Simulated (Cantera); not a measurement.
# Low-pressure radical oxidation in H2/O2

An isothermal, constant-pressure homogeneous reactor starts with H₂ : O₂ = 0.33 : 1 (molar parts), equivalence ratio 0.17, at 1298 K and 0.0263 atm.

Computed with Cantera and the H2/O2 subset of GRI-Mech 3.0, which has no nitrogen chemistry. Radical loss at walls, strong at low pressure, is not modelled. The temperature is held fixed by assumption; the heat of reaction is taken as removed at once.

```json
[
 {"t (s)": "0.000200", "x H₂": "0.248", "x O₂": "0.752", "x H₂O": "0.000208", "x H₂O₂": "4.17e-9", "x OH": "5.13e-5"},
 {"t (s)": "0.000946", "x H₂": "0.0131", "x O₂": "0.623", "x H₂O": "0.197", "x H₂O₂": "6.45e-7", "x OH": "0.0149"},
 {"t (s)": "0.00447", "x H₂": "0.00574", "x O₂": "0.683", "x H₂O": "0.255", "x H₂O₂": "8.18e-7", "x OH": "0.0102"},
 {"t (s)": "0.0211", "x H₂": "0.000343", "x O₂": "0.714", "x H₂O": "0.281", "x H₂O₂": "3.34e-7", "x OH": "0.00252"},
 {"t (s)": "0.100", "x H₂": "1.81e-5", "x O₂": "0.716", "x H₂O": "0.283", "x H₂O₂": "6.59e-8", "x OH": "0.000588"},
 {"t (s)": "0.473", "x H₂": "1.96e-6", "x O₂": "0.717", "x H₂O": "0.283", "x H₂O₂": "1.39e-8", "x OH": "0.000196"},
 {"t (s)": "2.24", "x H₂": "3.43e-7", "x O₂": "0.717", "x H₂O": "0.283", "x H₂O₂": "3.50e-9", "x OH": "8.22e-5"},
 {"t (s)": "10.6", "x H₂": "1.74e-7", "x O₂": "0.717", "x H₂O": "0.283", "x H₂O₂": "2.12e-9", "x OH": "5.84e-5"},
 {"t (s)": "50.0", "x H₂": "1.73e-7", "x O₂": "0.717", "x H₂O": "0.283", "x H₂O₂": "2.11e-9", "x OH": "5.82e-5"}
]
```
x: mole fraction; the columns are a selection and need not sum to one.

Equilibrium at this temperature and pressure: H₂ 1.73e-7, O₂ 0.717, H₂O 0.283, H₂O₂ 2.11e-9, OH 5.82e-5 (gas phase only).
